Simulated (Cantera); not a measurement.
# SiH4 + H2O (silicon oxide and oxynitride deposition)

Charge: 1 mol SiH4, 0.74 mol H2O, held at 1.33 mbar.

Equilibrium computed with Cantera from the NASA thermochemical tables; the gas is ideal and each condensed phase is pure. Candidate condensed phases: H2O, Si, SiO2; 18 gas species. Mutual solubility and eutectic melting of coexisting phases are not modelled. The tables hold silica as quartz up to 1696 K and as liquid above; real silica turns to tridymite and cristobalite and melts near 1996 K. Kinetics and transport are ignored.

```tsv
T (K)	x H2	x SiO	x H	x Si	n Si(s)	n SiO2(β-quartz)
1225	0.999	0.000814	8.53e-6	2.59e-9	0.629	0.369
1275	0.997	0.00306	2.02e-5	1.45e-8	0.626	0.366
1325	0.990	0.0104	4.46e-5	7.07e-8	0.616	0.356
1375	0.968	0.0322	9.23e-5	3.08e-7	0.584	0.324
1425	0.908	0.0921	0.000178	1.21e-6	0.491	0.231
1475	0.787	0.213	0.000315	4.31e-6	0.260	0
1525	0.787	0.213	0.000575	1.42e-5	0.260	0
```
x: gas mole fraction; n: condensed amount in mol.

From 1225 K to 1425 K the condensed part is Si(s) + SiO2(β-quartz). From 1475 K to 1525 K the condensed part is Si(s). The main Si-bearing gas is SiO throughout.
